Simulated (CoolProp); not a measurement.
Saturation properties of nitrogen.

The numbers come from the reference Helmholtz-energy equation of state, Span 2000 in CoolProp.

```csv
T (K),p (bar),vapour density (kg/m³),enthalpy of vaporisation (kJ/kg),liquid viscosity (µPa s),vapour viscosity (µPa s)
74.5,0.7137,3.340,202.8,180,5.22
81.1,1.541,6.799,194.2,139,5.74
87.8,2.971,12.56,184.1,110,6.29
94.4,5.161,21.29,172.6,89.6,6.88
101,8.336,34.26,158.7,73.5,7.53
107.6,12.72,53.43,141.6,60.3,8.30
114.3,18.65,83.25,119.1,48.5,9.31
120.9,26.26,134.4,86.51,36.7,10.9
```

It boils at 77.4 K under 1 atm.

Viscosity comes from a separate model (Lemmon 2004).
